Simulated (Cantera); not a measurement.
Input: 1 mol SiO₂, 1.6 mol H₂, at 1875 K and 0.470 bar.

Cantera equilibrium calculation (NASA polynomials, part measured and part estimated; ideal gas, pure solids and liquids). Candidate condensed phases: H₂O, Si, SiO₂; 18 gas species. The tables hold silica as quartz up to 1696 K and as liquid above; real silica turns to tridymite and cristobalite and melts near 1996 K. Rates play no part.

Base state: H₂ 0.990, SiO 0.00433, H₂O 0.00433, H 0.000952 (mole fractions); condensed: SiO₂(condensed).

What changes in the equilibrium state with this change: temperature from 1875 K to 1175 K?


| species | before | after |
|---|---|---|
| H₂ | 0.990 | 1.00 |
| H | 0.000952 | 1.79e-7 |
| H₂O | 0.00433 | 1.61e-7 |
| SiO | 0.00433 | 1.28e-7 |
| SiO₂(condensed), mol | 0.993 | 0 |
| SiO₂(β-quartz), mol | 0 | 1.00 |
